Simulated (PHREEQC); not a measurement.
Consider water at 20 °C with 0.0059 mol/kgw HF and 0.00042 mol/kgw (NH4)2SiF6. Closed to the air; pH follows from the charge balance.

Computed with PHREEQC (ion-association model, phreeqc.dat).

```
quantity                   before    after
------------------------  -------  -------
pH                           2.76     3.03
ionic strength (mol/kgw)  0.00309  0.00189
HF (mol/kgw)              0.00404  0.00624
HF2- (mol/kgw)            2.69e-5  4.30e-5
```

Q: What was changed between the two runs?
A. (NH4)2SiF6 replaced by HBF4 at the same molality
B. temperature from 20 to 80 °C
C. 0.0026 mol/kgw (CH3)4NCl added
D. (NH4)2SiF6 from 0.00042 to 4.2e-05 mol/kgw

A: B, temperature from 20 to 80 °C

Precipitation was switched off in this run. At this temperature some constants are extrapolated from 25 °C, and those without enthalpy data are left unchanged. SiF6-2 is the database's only silicon fluoride.
